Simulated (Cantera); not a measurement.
An isothermal, constant-pressure homogeneous reactor starts with NH₃ : H₂ = 1 : 0.94 (molar parts), at 1973 K and 0.0133 bar. Integrator tolerance rtol = 1e-08.

Detailed kinetics in Cantera: the gas-phase N/H chemistry of the illustrative SiF4/NH3 mechanism in the Surface Chemkin manual (1991). Walls and surfaces, which speed up NH3 decomposition in real reactors, are not modelled.

```tsv
quantity	before	after
x(NH₃) at 1.00 s	0.286 (gas-phase equilibrium 8.53e-8)	0.496 (gas-phase equilibrium 1.41e-7)
x(H₂) at 1.00 s	0.637 (gas-phase equilibrium 0.820)	0.497 (gas-phase equilibrium 0.829)
x(N) at 1.00 s	1.23e-6 (gas-phase equilibrium 2.16e-9)	1.42e-7 (gas-phase equilibrium 3.23e-11)
x(H) at 1.00 s	0.000481 (gas-phase equilibrium 0.0107)	0.000101 (gas-phase equilibrium 0.00147)
x(N₂H₂) at 1.00 s	2.49e-6 (gas-phase equilibrium <1e-12)	1.72e-6 (gas-phase equilibrium <1e-12)
x(NH) at 1.00 s	1.54e-5 (gas-phase equilibrium 1.45e-9)	2.73e-6 (gas-phase equilibrium 6.41e-11)
```

Question: Name the change that produced these shifts.
A. temperature 1973 to 1725 K
B. pressure from 0.0133 bar to 0.360 bar
C. NH3 1 to 0.29 parts
D. pressure from 0.0133 bar to 0.0600 bar

Answer: A, temperature 1973 to 1725 K
